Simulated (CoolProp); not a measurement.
Values from CoolProp's reference Helmholtz-energy equation of state, Thol 2016.

Question: For hexamethyldisiloxane (MM), give the phase and the cv (kJ/(kg K)) at 303.95 °C and 0.966 bar.

Answer: 
- 303.95 °C and 0.966 bar: gas; cv 2.13
